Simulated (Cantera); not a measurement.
Cantera run, input and output.

```python
import numpy as np
import cantera as ct

gas = ct.Solution("gri30.yaml")
gas.TPX = 1323, 1000000, {'CH3OH': 1, 'O2': 1.25, 'N2': 4.7}
reactor = ct.IdealGasReactor(gas, energy="on", clone=False)
net = ct.ReactorNet([reactor])
net.rtol, net.atol = 1e-08, 1e-16
show = ['CH3OH', 'O2', 'H2O', 'C2H', 'C2H6', 'N2O']
times = np.geomspace(4e-06, 0.1, 14)

steps = ct.SolutionArray(gas, extra=["t"])
rows = []
print(f"{'t/s':>10s}{'T/K':>9s}{'P/Pa':>11s}" + "".join(f"{s:>11s}" for s in show))
for t in times:
    while net.time < t:
        t_next = net.step()
        steps.append(gas.state, t=t_next)
    rows.append([np.interp(t, steps.t, y) for y in (steps.T, steps.P, *steps(*show).X.T)])
    print(f"{t:10.3e}{rows[-1][0]:9.1f}{rows[-1][1]:11.4g}" + "".join(f"{x:11.3e}" for x in rows[-1][2:]))
rate = np.gradient(steps.T, steps.t)
print("integrator steps:", len(steps.t))
if steps.T.max() > steps.T[0] + 200:
    print(f"time of steepest temperature rise: {steps.t[rate.argmax()]:.4e} s")
gas.TPX = 1323, 1000000, {'CH3OH': 1, 'O2': 1.25, 'N2': 4.7}
gas.equilibrate("UV")
print(f"equilibrium (UV): T = {gas.T:.1f} K  " + "  ".join(f"{s} {gas[s].X[0]:.3e}" for s in show))
```

Result:

```
       t/s      T/K       P/Pa      CH3OH         O2        H2O        C2H       C2H6        N2O
 4.000e-06   1323.0      1e+06  1.439e-01  1.799e-01  3.359e-06  5.252e-24  2.510e-10  3.550e-12
 8.717e-06   1323.0      1e+06  1.439e-01  1.798e-01  7.446e-06  1.224e-23  8.483e-10  1.779e-11
 1.900e-05   1323.0      1e+06  1.438e-01  1.798e-01  1.736e-05  3.584e-23  2.110e-09  8.656e-11
 4.140e-05   1323.1      1e+06  1.438e-01  1.798e-01  5.119e-05  1.848e-22  4.430e-09  4.032e-10
 9.021e-05   1323.7  1.001e+06  1.434e-01  1.796e-01  2.654e-04  1.804e-21  8.129e-09  1.872e-09
 1.966e-04   1360.0  1.038e+06  1.294e-01  1.716e-01  9.553e-03  1.055e-18  1.100e-08  1.674e-08
 4.284e-04   3048.9  2.614e+06  2.365e-13  6.319e-03  2.147e-01  2.199e-16  1.006e-23  1.922e-06
 9.336e-04   3048.9  2.614e+06  2.365e-13  6.318e-03  2.147e-01  2.199e-16  1.007e-23  1.922e-06
 2.035e-03   3048.9  2.614e+06  2.365e-13  6.318e-03  2.147e-01  2.199e-16  1.007e-23  1.922e-06
 4.434e-03   3048.9  2.614e+06  2.365e-13  6.318e-03  2.147e-01  2.199e-16  1.007e-23  1.922e-06
 9.663e-03   3048.9  2.614e+06  2.365e-13  6.318e-03  2.147e-01  2.199e-16  1.007e-23  1.922e-06
 2.106e-02   3048.9  2.614e+06  2.365e-13  6.318e-03  2.147e-01  2.199e-16  1.007e-23  1.922e-06
 4.589e-02   3048.9  2.614e+06  2.365e-13  6.318e-03  2.147e-01  2.199e-16  1.007e-23  1.922e-06
 1.000e-01   3048.9  2.614e+06  2.365e-13  6.318e-03  2.147e-01  2.199e-16  1.007e-23  1.922e-06
integrator steps: 2053
time of steepest temperature rise: 2.1406e-04 s
equilibrium (UV): T = 3048.9 K  CH3OH 2.468e-13  O2 6.318e-03  H2O 2.147e-01  C2H 2.340e-16  C2H6 1.372e-23  N2O 1.922e-06
```

Computed with Cantera and GRI-Mech 3.0 (53 species, 325 reactions). GRI-Mech 3.0 was tuned for natural gas; its chemistry of methanol as a main component is partial and can be far from experiment. Above 3000 K some thermodynamic fits are extrapolated.
